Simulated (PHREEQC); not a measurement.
Make-up at 80 °C: 0.00013 mol/kgw PbCl2. It is in equilibrium with CO2 at log p = 0 (atm). Otherwise closed; pH follows from the charge balance.

Equilibrium calculation in PHREEQC: ion-association model, phreeqc.dat.

No solid was allowed to form.

Question: Order these Pb species by the share of Pb that they hold, largest first: Pb+2, PbHCO3+, PbCl+.

Answer: Pb+2 (92 %), PbHCO3+ (4.9 %), PbCl+ (2.7 %)

The pH is 4.10 and the ionic strength 0.000451 mol/kgw. Complexes and solids missing from the database can't appear. Away from 25 °C the constants follow the database's enthalpies or fits; those with neither stay at their 25 °C values.
